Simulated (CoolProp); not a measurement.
The numbers come from the reference Helmholtz-energy equation of state, Lemmon 2003 in CoolProp. It is a pseudo-pure fit of the blend.

### Question
For R507A, give the phase and the cv (kJ/(kg K)), isothermal compressibility (1/MPa), expansivity (1/kK), fugacity coefficient at 230.2 K and 999 kPa.

### Answer
- 230.2 K and 999 kPa: liquid; cv 0.819, isothermal compressibility 0.00237, expansivity 2.40, fugacity coefficient 0.119
